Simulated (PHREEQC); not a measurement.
Consider water at 25 °C with 21 mmol/kgw Na2HAsO4 and 0.34 mmol/kgw K2SiO3. Closed to the air; pH follows from the charge balance.

Equilibrium calculation in PHREEQC: ion-association model, wateq4f.dat.

Each row changes one thing in this solution. Precipitation was switched off in this run.

```
case                                                 pH  ionic strength (mol/kgw)
------------------------------------------------  -----  ------------------------
as made                                            9.59                    0.0647
Na2HAsO4 left out                                 10.58                  0.000681
temperature from 25 to 40 °C                       9.40                    0.0646
K2SiO3 left out                                    9.02                    0.0631
Na2HAsO4 replaced by Na2CO3 at the same molality  11.13                    0.0528
K2SiO3 from 0.00034 to 0.000306 mol/kgw            9.56                    0.0645
diluted 100-fold with water                        8.94                  0.000635
diluted 5-fold with water                          9.63                    0.0129
temperature from 25 to 50 °C                       9.28                    0.0646
```

Species that the database lacks are ignored. Some of these states are supersaturated (in Quartz (slow to form), for instance). At this temperature some constants are extrapolated from 25 °C, and those without enthalpy data are left unchanged.
